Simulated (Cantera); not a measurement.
An adiabatic, constant-pressure homogeneous reactor starts with 28.4 % CO, 3.13 % H2, 14.4 % O2, 54.1 % N2, equivalence ratio 1.1, at 1200 K and 2700 Torr.

Computed with Cantera and GRI-Mech 3.0 (53 species, 325 reactions). The hydrogen kinetics of GRI-Mech 3.0 are dated; newer H2 mechanisms differ, most at raised pressure.

Task: Predict: time of steepest temperature rise; temperature at 0.100 s; equilibrium temperature; x(CO) at 0.100 s; x(H2) at 0.100 s; x(O2) at 0.100 s; x(H2O2) at 0.100 s; x(NO) at 0.100 s; x(N2O) at 0.100 s; x(O) at 0.100 s.

Result: 
- time of steepest temperature rise: 37.7 µs
- temperature at 0.100 s: 2784 K
- equilibrium temperature: 2784 K
- x(CO) at 0.100 s: 0.101 (gas-phase equilibrium 0.101)
- x(H2) at 0.100 s: 0.00191 (gas-phase equilibrium 0.00191)
- x(O2) at 0.100 s: 0.0263 (gas-phase equilibrium 0.0263)
- x(H2O2) at 0.100 s: 1.07e-7 (gas-phase equilibrium 1.07e-7)
- x(NO) at 0.100 s: 0.0111 (gas-phase equilibrium 0.0111)
- x(N2O) at 0.100 s: 1.03e-6 (gas-phase equilibrium 1.03e-6)
- x(O) at 0.100 s: 0.00438 (gas-phase equilibrium 0.00438)
